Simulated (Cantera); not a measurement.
Mixture: CO : H₂ : O₂ : N₂ = 1 : 0.053 : 0.277 : 1.04 (molar parts), at 540 Torr, adiabatic and at constant volume. Ignition delay is the time to a rise of 400 K.

Detailed kinetics in Cantera: GRI-Mech 3.0 (53 species, 325 reactions). Below about 950 K walls govern HO2 and H2O2 in real vessels.

What does this change do: pressure from 540 Torr to 1950 Torr?


```csv
quantity,before,after
delay at 898 K,14.5 ms,38.3 ms
delay at 998 K,0.763 ms,1.68 ms
delay at 1098 K,0.293 ms,0.152 ms
delay at 1198 K,0.172 ms,55.1 µs
delay at 1298 K,0.122 ms,32.0 µs
delay at 1398 K,97.7 µs,22.5 µs
```
The hydrogen kinetics of GRI-Mech 3.0 are dated; newer H2 mechanisms differ, most at raised pressure.
